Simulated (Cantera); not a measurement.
Feed: 1 mol SiCl₄, 0.042 mol HCl, 15 mol H₂, 1.2 mol C₂H₄, held at 10.0 mbar.

Cantera equilibrium calculation (NASA polynomials, part measured and part estimated; ideal gas, pure solids and liquids). Candidate condensed phases: C, C₆H₆, C₇H₈, C₈H₁₈, Si, SiC; 109 gas species. The tables' values for SiCl₃, SiCl are old estimates; treat these amounts as uncertain. The numbers say what is thermodynamically allowed, not how fast it happens.

log p: log10 of the partial pressure in bar; n: condensed amount in mol.

```tsv
T (°C)	log p H₂	log p HCl	log p SiCl₄	log p SiCl₂	log p H	n C(graphite)	n SiC(s)
675	-2.07	-2.91	-3.66	…	-10.31	1.81	0.566
750	-2.08	-2.78	-3.95	…	-9.43	1.62	0.775
825	-2.09	-2.72	-4.39	…	-8.65	1.48	0.913
900	-2.10	-2.69	-4.92	…	-7.98	1.43	0.968
975	-2.10	-2.69	-5.44	…	-7.38	1.41	0.984
1050	-2.10	-2.69	-5.92	…	-6.85	1.41	0.986
1125	-2.10	-2.69	-6.36	…	-6.38	1.42	0.983
1200	-2.10	-2.69	-6.75	…	-5.95	1.42	0.977
1275	-2.10	-2.69	-7.11	…	-5.56	1.43	0.969
1350	-2.10	-2.69	-7.44	…	-5.21	1.44	0.958
1425	-2.10	-2.69	-7.74	…	-4.89	1.45	0.946
1500	-2.10	-2.70	-8.02	…	-4.60	1.46	0.932
```

**Question.** Complete the blanks.

**Answer.** 
- 675, log p SiCl₂: -7.19
- 750, log p SiCl₂: -6.56
- 825, log p SiCl₂: -6.10
- 900, log p SiCl₂: -5.78
- 975, log p SiCl₂: -5.53
- 1050, log p SiCl₂: -5.31
- 1125, log p SiCl₂: -5.13
- 1200, log p SiCl₂: -4.96
- 1275, log p SiCl₂: -4.81
- 1350, log p SiCl₂: -4.68
- 1425, log p SiCl₂: -4.57
- 1500, log p SiCl₂: -4.46
